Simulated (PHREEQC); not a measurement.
Dissolve 0.0086 mol/kgw HCl at 20 °C. Closed to the air; pH follows from the charge balance.

Computed with PHREEQC (ion-association model, phreeqc.dat).

This is a speciation only: nothing precipitates in the calculation.

What pH, specific conductance does the model give?

pH 2.10; specific conductance 3050 µS/cm.
